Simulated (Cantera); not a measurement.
MgCO₃ + H₂ (calcination and drying)

Feed: 1 mol MgCO₃, a varied amount of H₂, at 2000 K and 7.50 Torr.

These are equilibrium values from Cantera (NASA tables, ideal gas, pure condensed phases), not measurements of a reactor. Candidate condensed phases: C, C₆H₆, C₇H₈, C₈H₁₈, H₂O, Mg, MgCO₃, MgO, Mg(OH)₂; 116 gas species. Equilibrium is a limit: real reactors are often held back by kinetics, nucleation or transport.

```tsv
n(H₂) (mol)	log p CO₂	log p CO	log p H₂O	log p H₂	log p O₂	n MgO(s)
0.087	-2.09	-3.00	-3.12	-4.69	-3.95	1.000
0.25	-2.22	-2.72	-2.73	-3.90	-4.75	1.000
0.41	-2.35	-2.59	-2.59	-3.49	-5.28	1.000
0.57	-2.48	-2.52	-2.52	-3.23	-5.67	0.999
0.73	-2.60	-2.49	-2.49	-3.03	-5.99	0.999
0.89	-2.72	-2.47	-2.47	-2.89	-6.25	0.999
1	-2.80	-2.47	-2.47	-2.81	-6.41	0.998
```
log p: log10 of the partial pressure in bar; n: condensed amount in mol.

From 0.087 mol H₂ to 1 mol H₂ the condensed part is MgO(s). The main Mg-bearing gas is Mg throughout.
